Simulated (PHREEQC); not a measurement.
## Hard or scaling water: an equilibrium model

Consider water at 25 °C and 10 atm with 0.77 mmol/kgw CaSO4 and 0.11 mmol/kgw Na2SO4. Closed to the air; pH follows from the charge balance.

Model: ion-association model, phreeqc.dat, run in PHREEQC.

Each row changes one thing in this solution. Precipitation was switched off in this run.

| case | pH | ionic strength (mol/kgw) | SO4-2 (mol/kgw) | HSO4- (mol/kgw) |
|---|---|---|---|---|
| as made | 7.01 | 0.00316 | 0.000816 | 6.48e-9 |
| CaSO4 left out | 7.00 | 0.000330 | 0.000110 | 1.00e-9 |
| diluted 5-fold with water | 7.00 | ___ | ___ | ___ |
| Na2SO4 left out | 7.00 | 0.00285 | 0.000713 | 5.73e-9 |
| Na2SO4 replaced by K2SO4 at the same molality | 7.01 | 0.00316 | 0.000816 | 6.48e-9 |
| Na2SO4 replaced by NaH2PO4 at the same molality | 5.53 | 0.00297 | 0.000713 | 1.70e-7 |
| diluted 10-fold with water | 7.00 | 0.000337 | ___ | 7.93e-10 |

Q: Some entries are withheld; supply them.

A: 
- diluted 5-fold with water, ionic strength (mol/kgw): 0.000668
- diluted 5-fold with water, SO4-2 (mol/kgw): 0.000172
- diluted 5-fold with water, HSO4- (mol/kgw): 1.53e-9
- diluted 10-fold with water, SO4-2 (mol/kgw): 8.70e-5
